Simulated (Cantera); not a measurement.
Cantera run:

```python
import numpy as np
import cantera as ct

gas_names = [...]  # 110 gases of nasa_gas.yaml made of C, H, O
cond_names = """
    C(gr) C6H6(L) C7H8(L) C8H18(L),n-octa H2O(s) H2O(L)
""".split()


# ... load() reads the species with a 1 bar reference pressure and builds the phases ...
atoms = {
    'CO2': {'C': 1, 'O': 2},
    'O2': {'O': 2},
    'H2O': {'H': 2, 'O': 1},
}
top_T = {'C(gr)': 4500}  # K; cautious upper limits of use, not melting points


# ... equilibrate(T, P, feed) seeds the gas with the atoms and calls Mixture.equilibrate('TP', solver="vcs", rtol=1e-11, max_steps=5000) ...
results = []
feed = {'CO2': 1, 'O2': 0.054, 'H2O': 0.16}  # mol
T = 2025  # K
P = 5400000  # Pa
mix = equilibrate(T, P, feed)
results.append((T, P, feed, dict(zip(mix.species_names, mix.species_moles))))
x = sorted(zip(gas.X, gas.species_names), reverse=True)
print(f"T = {T:g} K  P = {P:g} Pa  gas = {mix.phase_moles(0):.4g} mol")
print("   x: " + "  ".join(f"{s} {v:.3e}" for v, s in x if v > 0.0001))
print("   condensed (mol): " + ("  ".join(f"{mix.phase(i).name} {mix.phase_moles(i):.4g}"
      for i in range(1, mix.n_phases) if mix.phase_moles(i) > 1e-12) or "none"))
```

Result:

```
T = 2025 K  P = 5.4e+06 Pa  gas = 1.215 mol
   x: CO2 8.224e-01  H2O 1.313e-01  O2 4.472e-02  CO 8.601e-04  OH 6.633e-04
   condensed (mol): none
```

These are equilibrium values from Cantera (NASA tables, ideal gas, pure condensed phases), not measurements of a reactor. The ideal-gas law is rough above about 30 bar.
